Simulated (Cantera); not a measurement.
A Cantera script and what it prints.

```python
import numpy as np
import cantera as ct

gas_names = """
    H HO2 H2 H2O H2O2 O OH O2 O3 V VO VO2
""".split()
cond_names = """
    H2O(s) H2O(L) V(cr) V(L) VO(s) VO(L) V2O3(s) V2O3(L) V2O4(I) V2O4(II) V2O4(L) V2O5(s) V2O5(L)
""".split()


def load(file, names, dense=False):
    # The tables refer to 1 bar. Condensed volumes are neglected.
    table = {s.name: s for s in ct.Species.list_from_file(file)}
    out = []
    for n in names:
        d = dict(table[n].input_data)
        d["thermo"] = dict(d["thermo"], **{"reference-pressure": 1e5})
        if dense:
            d["equation-of-state"] = {"model": "constant-volume", "density": "1e6 g/cm^3"}
        out.append(ct.Species.from_dict(d))
    return out


gas = ct.Solution(thermo="ideal-gas", species=load("nasa_gas.yaml", gas_names))
cond = {s.name: ct.Solution(thermo="fixed-stoichiometry", species=[s], name=s.name)
        for s in load("nasa_condensed.yaml", cond_names, dense=True)}
atoms = {
    'V2O5': {'V': 2, 'O': 5},
    'H2': {'H': 2},
}
top_T = {}  # K; cautious upper limits of use, not melting points


def equilibrate(T, P, feed):
    n = {}
    for name, mol in feed.items():
        for a, k in atoms[name].items():
            n[a] = n.get(a, 0.0) + k * mol
    gas.TPX = T, P, n
    mass = sum(n.values()) * gas.mean_molecular_weight
    gas.equilibrate("TP")
    valid = [c for c in cond.values() if c.min_temp <= T <= top_T.get(c.name, c.max_temp)]
    mix = ct.Mixture([(gas, mass / gas.mean_molecular_weight)] + [(c, 0.0) for c in valid])
    mix.T, mix.P = T, P
    mix.equilibrate("TP", solver="vcs", rtol=1e-11, max_steps=5000)
    return mix


results = []
T = 1873.15  # K
P = 100000  # Pa
for m in [18, 23, 30, 40, 52, 67, 88, 110, 150, 200, 260, 330]:
    feed = {'V2O5': 1, 'H2': m}  # mol
    mix = equilibrate(T, P, feed)
    results.append((T, P, feed, dict(zip(mix.species_names, mix.species_moles))))
    x = sorted(zip(gas.X, gas.species_names), reverse=True)
    print(f"T = {T:g} K  P = {P:g} Pa  n(H2) = {m:g} mol  gas = {mix.phase_moles(0):.4g} mol")
    print("   x: " + "  ".join(f"{s} {v:.3e}" for v, s in x if v > 0.001))
    print("   condensed (mol): " + ("  ".join(f"{mix.phase(i).name} {mix.phase_moles(i):.4g}"
          for i in range(1, mix.n_phases) if mix.phase_moles(i) > 1e-12) or "none"))
```

It prints:

```
T = 1873.15 K  P = 100000 Pa  n(H2) = 18 mol  gas = 18.01 mol
   x: H2 8.883e-01  H2O 1.111e-01
   condensed (mol): V2O3(s) 1
T = 1873.15 K  P = 100000 Pa  n(H2) = 23 mol  gas = 23.01 mol
   x: H2 9.125e-01  H2O 8.692e-02
   condensed (mol): V2O3(s) 1
T = 1873.15 K  P = 100000 Pa  n(H2) = 30 mol  gas = 30.01 mol
   x: H2 9.327e-01  H2O 6.664e-02
   condensed (mol): V2O3(s) 1
T = 1873.15 K  P = 100000 Pa  n(H2) = 40 mol  gas = 40.01 mol
   x: H2 9.494e-01  H2O 4.998e-02
   condensed (mol): V2O3(s) 0.9999
T = 1873.15 K  P = 100000 Pa  n(H2) = 52 mol  gas = 52.02 mol
   x: H2 9.609e-01  H2O 3.845e-02
   condensed (mol): V2O3(s) 0.9999
T = 1873.15 K  P = 100000 Pa  n(H2) = 67 mol  gas = 67.02 mol
   x: H2 9.695e-01  H2O 2.984e-02
   condensed (mol): V2O3(s) 0.9999
T = 1873.15 K  P = 100000 Pa  n(H2) = 88 mol  gas = 88.03 mol
   x: H2 9.766e-01  H2O 2.272e-02
   condensed (mol): V2O3(s) 0.9999
T = 1873.15 K  P = 100000 Pa  n(H2) = 110 mol  gas = 110 mol
   x: H2 9.806e-01  H2O 1.880e-02
   condensed (mol): VO(s) 0.1386  V2O3(s) 0.9306
T = 1873.15 K  P = 100000 Pa  n(H2) = 150 mol  gas = 150 mol
   x: H2 9.806e-01  H2O 1.880e-02
   condensed (mol): VO(s) 1.644  V2O3(s) 0.1781
T = 1873.15 K  P = 100000 Pa  n(H2) = 200 mol  gas = 200.1 mol
   x: H2 9.844e-01  H2O 1.499e-02
   condensed (mol): VO(s) 2
T = 1873.15 K  P = 100000 Pa  n(H2) = 260 mol  gas = 260.1 mol
   x: H2 9.878e-01  H2O 1.153e-02
   condensed (mol): VO(s) 2
T = 1873.15 K  P = 100000 Pa  n(H2) = 330 mol  gas = 330.1 mol
   x: H2 9.903e-01  H2O 9.087e-03
   condensed (mol): VO(s) 2
```

These are equilibrium values from Cantera (NASA tables, ideal gas, pure condensed phases), not measurements of a reactor. Mutual solubility and eutectic melting of coexisting phases are not modelled. VO: taken at fixed stoichiometry. Condensed phases not in the tables: the oxides between V2O3 and V2O5 other than VO2.
